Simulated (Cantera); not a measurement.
A Cantera script and what it prints.

```python
import numpy as np
import cantera as ct

gas_names = """
    Fe FeO Fe(OH)2 H HO2 H2 H2O H2O2 O OH O2 O3
""".split()
cond_names = """
    Fe(a) Fe(c) Fe(d) Fe(L) FeO(s) FeO(L) Fe(OH)2(s) Fe(OH)3(s) Fe2O3(s) Fe3O4(s) H2O(s) H2O(L)
""".split()


# ... load() reads the species with a 1 bar reference pressure and builds the phases ...
atoms = {
    'Fe2O3': {'Fe': 2, 'O': 3},
    'H2': {'H': 2},
    'H2O': {'H': 2, 'O': 1},
}
top_T = {'Fe2O3(s)': 1830, 'Fe3O4(s)': 1870}  # K; cautious upper limits of use, not melting points


# ... equilibrate(T, P, feed) seeds the gas with the atoms and calls Mixture.equilibrate('TP', solver="vcs", rtol=1e-11, max_steps=5000) ...
results = []
feed = {'Fe2O3': 1, 'H2': 42, 'H2O': 0.04}  # mol
T = 2098.15  # K
P = 10000  # Pa
mix = equilibrate(T, P, feed)
results.append((T, P, feed, dict(zip(mix.species_names, mix.species_moles))))
print(gas.report(threshold=1e-05))
for i in range(1, mix.n_phases):
    print(f"{mix.phase(i).name:16s} {mix.phase_moles(i):12.5e} mol")
```

It prints:

```
       temperature   2098.2 K
          pressure   10000 Pa
           density   0.002125 kg/m^3
  mean mol. weight   3.707 kg/kmol
   phase of matter   gas

                          1 kg             1 kmol
                     ---------------   ---------------
          enthalpy        1.2608e+07        4.6737e+07  J
   internal energy        7.9017e+06        2.9292e+07  J
           entropy             58772        2.1787e+05  J/K
    Gibbs function        -1.107e+08       -4.1038e+08  J
 heat capacity c_p            9588.8             35545  J/K
 heat capacity c_v            7345.9             27231  J/K

                      mass frac. Y      mole frac. X     chem. pot. / RT
                     ---------------   ---------------   ---------------
                Fe           0.15658          0.010394           -7.9338
               FeO        0.00039319        2.0288e-05           -32.394
                 H         0.0025254         0.0092872           -11.016
                H2           0.49441           0.90911           -22.032
               H2O           0.34552          0.071099           -46.492
                OH         0.0003955        8.6205e-05           -35.476
     [   +6 minor]         0.0001729        7.6625e-06

Fe(L)             1.55517e+00 mol
FeO(L)            0.00000e+00 mol
```

Cantera equilibrium calculation (NASA polynomials, part measured and part estimated; ideal gas, pure solids and liquids).
